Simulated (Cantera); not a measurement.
An isothermal, constant-pressure homogeneous reactor starts with NO : N2 = 1 : 0.22 (molar parts), at 2100 K and 190000 Pa. Integrator tolerance rtol = 1e-08.

Cantera simulation using GRI-Mech 3.0 (53 species, 325 reactions); the numbers are that mechanism's predictions, not measurements.

Task: What does this change do: temperature 2100 to 1675 K?

Result: 
| quantity | before | after |
|---|---|---|
| x(NO) at 100 s | 0.0119 (gas-phase equilibrium 0.0119) | 0.0243 (gas-phase equilibrium 0.00319) |
| x(NO2) at 100 s | 3.34e-5 (gas-phase equilibrium 3.34e-5) | 0.000153 (gas-phase equilibrium 2.03e-5) |
| x(N2) at 100 s | 0.584 (gas-phase equilibrium 0.584) | 0.578 (gas-phase equilibrium 0.589) |
| x(O2) at 100 s | 0.403 (gas-phase equilibrium 0.403) | 0.398 (gas-phase equilibrium 0.408) |
| x(O) at 100 s | 0.000644 (gas-phase equilibrium 0.000644) | 1.57e-5 (gas-phase equilibrium 1.59e-5) |
| x(N2O) at 100 s | 7.90e-7 (gas-phase equilibrium 7.90e-7) | 4.40e-7 (gas-phase equilibrium 2.23e-7) |
